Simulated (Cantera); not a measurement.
Input: 1 mol Si2H6, 1.6 mol HCl, 7.6 mol N2, held at 0.740 bar.

Cantera equilibrium calculation (NASA polynomials, part measured and part estimated; ideal gas, pure solids and liquids). Candidate condensed phases: NH4Cl, Si, Si3N4; 28 gas species. The feed counts by its element totals alone. The tables' values for SiCl3 are old estimates; treat these amounts as uncertain. Rates play no part. All values below are at 1748 K.

Base state: N2 0.580, H2 0.284, HCl 0.126, SiCl2 0.00783, SiCl3 0.00102, SiCl4 0.000237, H 0.000142, SiHCl3 0.000117 (mole fractions); condensed: Si3N4(s).

Task: What changes in the equilibrium state with this change: Si2H6 replaced by SiH2Cl2?

Result: 
| species | before | after |
|---|---|---|
| N2 | 0.580 | 0.684 |
| HCl | 0.126 | 0.168 |
| H2 | 0.284 | 0.0815 |
| SiCl3 | 0.00102 | 0.0140 |
| SiCl2 | 0.00783 | 0.0433 |
| SiCl4 | 0.000237 | 0.00810 |
| SiHCl3 | 0.000117 | 0.000864 |
| Cl | 4.86e-5 | 0.000121 |
| H | 0.000142 | 7.58e-5 |
| Si3N4(s), mol | 0.633 | 0.0935 |
